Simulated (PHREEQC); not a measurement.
Synthetic water in mg/L, 25 °C, pH 5.89, pe 11.2:

```
constituent            mg/L
------------------  -------
Na                     2.61
K                     0.542
Ca                    0.505
Mg                    0.637
Cl                     1.24
S(6) as SO4           0.659
Alkalinity as HCO3     9.66
Pb                   0.0408
N(5) as NO3         0.00142
```

Valence states are taken as typed.

The numbers come from PHREEQC with the ion-association model, phreeqc.dat.

Each row changes one thing in this solution. This is a speciation only: nothing precipitates in the calculation.

```csv
case,CO2 (mol/kgw),HCO3- (mol/kgw),Pb+2 (mol/kgw),MgHCO3+ (mol/kgw),MgSO4 (mol/kgw),CaHCO3+ (mol/kgw),SI of Pb(OH)2 (Pb(OH)2),SI of Anglesite (PbSO4)
as made,0.000454,0.000160,1.60e-7,4.53e-8,3.60e-8,2.38e-8,-3.20,-4.24
pH from 5.89 to 6.39 at the same alkalinity,0.000142,0.000159,1.35e-7,4.51e-8,3.60e-8,2.36e-8,-2.27,?
pH from 5.89 to 6.19 at the same alkalinity,0.000226,0.000159,1.48e-7,4.51e-8,3.60e-8,2.37e-8,?,-4.27
Alkalinity from 9.66 to 29 mg/L,?,0.000476,1.21e-7,1.32e-7,3.46e-8,6.94e-8,-3.33,?
temperature from 25 to 90 °C at the same typed pH,0.000487,0.000159,1.54e-7,8.26e-8,1.36e-7,3.74e-8,-1.40,-4.55
```

### Question
Complete the blanks.

### Answer

- pH from 5.89 to 6.39 at the same alkalinity, SI of Anglesite (PbSO4): -4.31
- pH from 5.89 to 6.19 at the same alkalinity, SI of Pb(OH)2 (Pb(OH)2): -2.63
- Alkalinity from 9.66 to 29 mg/L, CO2 (mol/kgw): 0.00135
- Alkalinity from 9.66 to 29 mg/L, SI of Anglesite (PbSO4): -4.38

Complexes and solids missing from the database can't appear. Constants without temperature data keep their 25 °C values here.
